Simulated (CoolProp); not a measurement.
Values from CoolProp's reference Helmholtz-energy equation of state, Thol 2016.

Question: Give the vapour pressure (kPa), enthalpy of vaporisation (kJ/kg), liquid cp (kJ/(kg K)), surface tension (mN/m) of saturated hexamethyldisiloxane (MM) at 156.35, 165.05, 208.75 °C.

Answer: 
| T (°C) | p (kPa) | enthalpy of vaporisation (kJ/kg) | liquid cp (kJ/(kg K)) | surface tension (mN/m) |
|---|---|---|---|---|
| 156.35 | 401 | 159 | 2.31 | 4.88 |
| 165.05 | 480 | 153 | 2.35 | 4.28 |
| 208.75 | 1070 | 113 | 2.66 | 1.58 |

Surface tension comes from a separate correlation (Mulero 2014), older than this fluid's equation and unchecked against measurements.
